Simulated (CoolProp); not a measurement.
c-C4F8 (RC318) at 298.15 K and 0.0251 MPa is throttled through a valve to 0.014 MPa with no heat exchange. Each further row changes one setting.

Computed with CoolProp (reference Helmholtz-energy equation of state, Platzer 1990). This equation is an older, rougher fit.

```csv
case,temperature change (K),final density (kg/m³)
as stated,-0.2,1.13
outlet pressure 0.0042 MPa,[?],[?]
outlet pressure 0.0182 MPa,[?],1.48
```

Task: Fill in the missing entries.

Result: 
- outlet pressure 0.0042 MPa, temperature change (K): -0.3
- outlet pressure 0.0042 MPa, final density (kg/m³): 0.340
- outlet pressure 0.0182 MPa, temperature change (K): -0.1
